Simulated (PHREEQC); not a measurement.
Copper plating or etch bath (model solution)

Consider water at 25 °C with 5.6 mmol/kgw CuSO4, 0.05 mmol/kgw H2SO4 and 3.1 mmol/kgw H3BO3. Closed to the air; pH follows from the charge balance.

The numbers come from PHREEQC with the ion-association model, phreeqc.dat.

The pH is 4.14 and the ionic strength is 0.0171 mol/kgw. The specific conductance is 991 µS/cm and the total alkalinity comes out as -0.100 meq/kg.

```
species     molality  activity   log γ
----------  --------  --------  ------
SO4-2        0.00427   0.00257  -0.220
Cu+2         0.00424   0.00260  -0.212
H3BO3        0.00310   0.00311   0.002
CuSO4        0.00136   0.00137   0.002
H+           8.02e-5   7.18e-5  -0.048
HSO4-        2.04e-5   1.79e-5  -0.056
CuOH+        4.13e-7   3.62e-7  -0.057
Cu2(OH)2+2   9.64e-8   5.74e-8  -0.225
H2BO3-       2.84e-8   2.49e-8  -0.056
Cu(OH)2      1.05e-8   1.05e-8   0.002
```

This is a speciation only: nothing precipitates in the calculation. Complexes and solids missing from the database can't appear.
